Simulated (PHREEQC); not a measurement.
A made-up water analysis in mg/L, 20 °C, pH 6.46, pe 9.9: Na 9.19; K 3.09; Ca 3.42; Mg 1.36; Cl 3.96; S(6) as SO4 23.1; Alkalinity as HCO3 9.31; F 0.28; Si as SiO2 0.00767.

Valence states are taken as typed.

The numbers come from PHREEQC with the ion-association model, phreeqc.dat.

Each row changes one thing in this solution. No solid was allowed to form.

```tsv
case	CO2 (mol/kgw)	CaSO4 (mol/kgw)	MgSO4 (mol/kgw)	NaSO4- (mol/kgw)	CaHCO3+ (mol/kgw)	KSO4- (mol/kgw)	SI of Quartz (SiO2)	SI of Fluorite (CaF2)
as made	0.000123	2.48e-6	1.94e-6	3.94e-7	1.28e-7	1.03e-7	-2.84	-3.19
temperature from 20 to 60 °C at the same typed pH	9.90e-5	3.12e-6	4.55e-6	4.83e-7	___	1.89e-7	-3.38	-3.55
pH from 6.46 to 6.96 at the same alkalinity	___	2.48e-6	1.94e-6	3.94e-7	1.27e-7	1.03e-7	-2.84	-3.18
```

Question: Complete the blanks.

Answer: 
- temperature from 20 to 60 °C at the same typed pH, CaHCO3+ (mol/kgw): 1.81e-7
- pH from 6.46 to 6.96 at the same alkalinity, CO2 (mol/kgw): 3.87e-5

Complexes and solids missing from the database can't appear. Constants without temperature data keep their 25 °C values here. SiF6-2 is the database's only silicon fluoride.
